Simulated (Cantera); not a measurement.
Input (Python, Cantera):

```python
import numpy as np
import cantera as ct

gas = ct.Solution("gri30.yaml")
gas.TPX = 1375, 101325, {'CO': 0.027, 'O2': 0.078, 'H2O': 0.022, 'N2': 1}
reactor = ct.IdealGasConstPressureReactor(gas, energy="off", clone=False)
net = ct.ReactorNet([reactor])
net.rtol, net.atol = 1e-08, 1e-18
show = ['CO', 'O2', 'H2O', 'NO', 'N2O']
times = np.geomspace(0.0001, 10, 15)

steps = ct.SolutionArray(gas, extra=["t"])
rows = []
print(f"{'t/s':>10s}{'T/K':>9s}{'P/Pa':>11s}" + "".join(f"{s:>11s}" for s in show))
for t in times:
    while net.time < t:
        t_next = net.step()
        steps.append(gas.state, t=t_next)
    rows.append([np.interp(t, steps.t, y) for y in (steps.T, steps.P, *steps(*show).X.T)])
    print(f"{t:10.3e}{rows[-1][0]:9.1f}{rows[-1][1]:11.4g}" + "".join(f"{x:11.3e}" for x in rows[-1][2:]))
rate = np.gradient(steps.T, steps.t)
print("integrator steps:", len(steps.t))
if steps.T.max() > steps.T[0] + 200:
    print(f"time of steepest temperature rise: {steps.t[rate.argmax()]:.4e} s")
gas.TPX = 1375, 101325, {'CO': 0.027, 'O2': 0.078, 'H2O': 0.022, 'N2': 1}
gas.equilibrate("TP")
print(f"equilibrium (TP): T = {gas.T:.1f} K  " + "  ".join(f"{s} {gas[s].X[0]:.3e}" for s in show))
```

It prints:

```
       t/s      T/K       P/Pa         CO         O2        H2O         NO        N2O
 1.000e-04   1375.0  1.013e+05  2.396e-02  6.921e-02  1.952e-02  1.049e-14  5.909e-12
 2.276e-04   1375.0  1.013e+05  2.395e-02  6.921e-02  1.952e-02  2.680e-13  1.315e-10
 5.179e-04   1375.0  1.013e+05  2.205e-02  6.784e-02  1.915e-02  7.633e-09  5.148e-08
 1.179e-03   1375.0  1.013e+05  6.170e-03  6.021e-02  1.899e-02  9.091e-07  5.254e-07
 2.683e-03   1375.0  1.013e+05  1.196e-03  5.832e-02  1.955e-02  1.156e-06  7.481e-07
 6.105e-03   1375.0  1.013e+05  2.300e-04  5.798e-02  1.968e-02  1.195e-06  8.728e-07
 1.389e-02   1375.0  1.013e+05  4.147e-05  5.792e-02  1.973e-02  1.210e-06  9.093e-07
 3.162e-02   1375.0  1.013e+05  6.799e-06  5.792e-02  1.974e-02  1.221e-06  8.572e-07
 7.197e-02   1375.0  1.013e+05  9.863e-07  5.792e-02  1.975e-02  1.228e-06  6.957e-07
 1.638e-01   1375.0  1.013e+05  1.560e-07  5.792e-02  1.975e-02  1.230e-06  4.183e-07
 3.728e-01   1375.0  1.013e+05  6.928e-08  5.792e-02  1.975e-02  1.231e-06  1.382e-07
 8.483e-01   1375.0  1.013e+05  6.388e-08  5.792e-02  1.975e-02  1.232e-06  3.099e-08
 1.931e+00   1375.0  1.013e+05  6.370e-08  5.792e-02  1.975e-02  1.233e-06  2.436e-08
 4.394e+00   1375.0  1.013e+05  6.370e-08  5.792e-02  1.975e-02  1.234e-06  2.435e-08
 1.000e+01   1375.0  1.013e+05  6.370e-08  5.792e-02  1.975e-02  1.238e-06  2.435e-08
integrator steps: 1460
equilibrium (TP): T = 1375.0 K  CO 6.380e-08  O2 5.775e-02  H2O 1.975e-02  NO 3.534e-04  N2O 2.435e-08
```

Computed with Cantera and GRI-Mech 3.0 (53 species, 325 reactions).
